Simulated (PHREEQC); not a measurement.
Make-up at 66 °C: 0.017 mol/kgw HCl, 0.18 mol/kgw AlCl3 and 0.00048 mol/kgw MnSO4. Closed to the air; pH follows from the charge balance.

Model: ion-association model, phreeqc.dat, run in PHREEQC.

This is a speciation only: nothing precipitates in the calculation.

Question: Order these S species by the share of S that they hold, largest first: AlHSO4+2, HSO4-, SO4-2, AlSO4+.

Answer: AlSO4+ (87 %), SO4-2 (7.9 %), HSO4- (4.5 %), AlHSO4+2 (0.26 %)

Question: Order these Mn species by the share of Mn that they hold, largest first: MnCl3-, Mn+2, MnCl2, MnCl+.

Answer: Mn+2 (71 %), MnCl+ (27 %), MnCl2 (1.8 %), MnCl3- (0.34 %)

The pH is 1.90 and the ionic strength 1.09 mol/kgw. Ionic strength above about 0.7 mol/kgw puts this run outside the model's range. Species that the database lacks are ignored. Away from 25 °C the constants follow the database's enthalpies or fits; those with neither stay at their 25 °C values.
